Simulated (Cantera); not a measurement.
Feed: 1 mol Si3N4, a varied amount of N2O, 99 mol N2, at 1500 °C and 10.0 Pa.

Cantera equilibrium calculation (NASA polynomials, part measured and part estimated; ideal gas, pure solids and liquids). Candidate condensed phases: Si, SiO2, Si2N2O, Si3N4; 16 gas species. The tables' values for SiN are old estimates; treat these amounts as uncertain. The numbers say what is thermodynamically allowed, not how fast it happens.

x: gas mole fraction; n: condensed amount in mol.

| n(N2O) (mol) | x N2 | x Si | x SiO | x Si2N | x Si2 | x SiN | n Si(l) |
|---|---|---|---|---|---|---|---|
| 0.072 | 0.978 | 0.0213 | ___ | 0.000168 | 0.000119 | 0.000101 | 0.642 |
| 0.15 | 0.977 | 0.0213 | ___ | 0.000168 | 0.000119 | 0.000101 | 0.561 |
| 0.22 | 0.976 | 0.0213 | ___ | 0.000168 | 0.000119 | 0.000101 | 0.488 |
| 0.3 | 0.975 | 0.0213 | ___ | 0.000168 | 0.000119 | 0.000101 | 0.404 |
| 0.38 | 0.975 | 0.0213 | ___ | 0.000168 | 0.000119 | 0.000101 | 0.320 |
| 0.45 | 0.974 | 0.0213 | ___ | 0.000168 | 0.000119 | 0.000101 | 0.247 |
| 0.53 | 0.973 | 0.0213 | ___ | 0.000168 | 0.000119 | 0.000101 | 0.164 |
| 0.61 | 0.972 | 0.0213 | ___ | 0.000167 | 0.000119 | 0.000101 | 0.0800 |
| 0.68 | 0.972 | 0.0213 | ___ | 0.000167 | 0.000119 | 0.000101 | 0.00685 |
| 0.76 | 0.972 | 0.0207 | ___ | 0.000157 | 0.000111 | 9.78e-5 | 0 |
| 0.83 | 0.972 | 0.0200 | ___ | 0.000147 | 0.000105 | 9.48e-5 | 0 |
| 0.91 | 0.972 | 0.0193 | ___ | 0.000137 | 9.72e-5 | 9.13e-5 | 0 |

Question: Some entries are withheld; supply them.

Answer: 
- 0.072, x SiO: 0.000696
- 0.15, x SiO: 0.00145
- 0.22, x SiO: 0.00212
- 0.3, x SiO: 0.00289
- 0.38, x SiO: 0.00365
- 0.45, x SiO: 0.00432
- 0.53, x SiO: 0.00508
- 0.61, x SiO: 0.00584
- 0.68, x SiO: 0.00650
- 0.76, x SiO: 0.00726
- 0.83, x SiO: 0.00792
- 0.91, x SiO: 0.00868
